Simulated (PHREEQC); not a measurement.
Dissolve 0.013 mol/kgw TMAH and 0.0013 mol/kgw CO2 at 25 °C. Closed to the air; pH follows from the charge balance.

Equilibrium calculation in PHREEQC: ion-association model, phreeqc.dat.

Question: The ionic strength comes out as 0.0143 mol/kgw. What activity coefficients do OH-, CO3-2, HCO3- get?

Answer: OH- 0.88, CO3-2 0.63, HCO3- 0.89.

Precipitation was switched off in this run. Species that the database lacks are ignored. (CH3)4N+ isn't in the database: it is added as a free cation with an ion size of 4 Å.
